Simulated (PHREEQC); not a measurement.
**Cooling-tower water: an equilibrium model**

Synthetic water in mg/L, 25 °C, pH 6.42, pe 0.1:

| constituent | mg/L |
|---|---|
| Na | 83.2 |
| K | 0.47 |
| Ca | 161 |
| Mg | 75 |
| Cl | 299 |
| S(6) as SO4 | 333 |
| Alkalinity as HCO3 | 159 |
| Mn(2) | 2.57 |
| Si as SiO2 | 0.396 |
| B | 0.0359 |
| Li | 1.62 |
| Zn | 8.58 |

Na is adjusted to close the charge balance.
Valence states are taken as typed.

Computed with PHREEQC (ion-association model, phreeqc.dat).

| Item | Value |
|---|---|
| ionic strength | 0.0246 mol/kgw |
| specific conductance | 1720 µS/cm |

| species | molality | activity | log γ |
|---|---|---|---|
| Cl- | 0.00844 | 0.00724 | -0.067 |
| Ca+2 | 0.00348 | 0.00196 | -0.250 |
| Na+ | 0.00315 | 0.00271 | -0.064 |
| Mg+2 | 0.00257 | 0.00147 | -0.244 |
| SO4-2 | 0.00248 | 0.00138 | -0.255 |
| HCO3- | 0.00247 | 0.00214 | -0.063 |
| CO2 | 0.00182 | 0.00183 | 0.002 |
| CaSO4 | 0.000476 | 0.000479 | 0.002 |
| MgSO4 | 0.000471 | 0.000473 | 0.002 |
| Li+ | 0.000232 | 0.000202 | -0.061 |
| Zn+2 | 9.38e-5 | 5.22e-5 | -0.254 |
| CaHCO3+ | 6.15e-5 | 5.34e-5 | -0.061 |
| MgHCO3+ | 4.28e-5 | 3.67e-5 | -0.066 |
| Mn+2 | 3.61e-5 | 2.06e-5 | -0.244 |
| NaSO4- | 2.16e-5 | 1.87e-5 | -0.063 |

Precipitation was switched off in this run. Complexes and solids missing from the database can't appear. The database's zinc carbonate complexes are estimates, stronger than later reviews accept.
